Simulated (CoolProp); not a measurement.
Vapour-liquid equilibrium of benzene (1) + n-decane (2) at 0.455 MPa; x and y are mole fractions of (1).

Computed with CoolProp (multi-fluid Helmholtz-energy mixture model, Thol 2012 and Lemmon 2006; pair parameters Bell 2016).

**Question.** Give the bubble temperature and the first vapour's composition at x = 0.05, 0.15, 0.35. Is there an azeotrope?

**Answer.** x = 0.05: 234.4 °C, y = 0.182; x = 0.15: 215.4 °C, y = 0.472; x = 0.35: 185.1 °C, y = 0.781. No azeotrope shows between x = 0.05 and 0.95.

Pair parameters are fitted to limited data, so mixtures are less certain than the pure fluids.
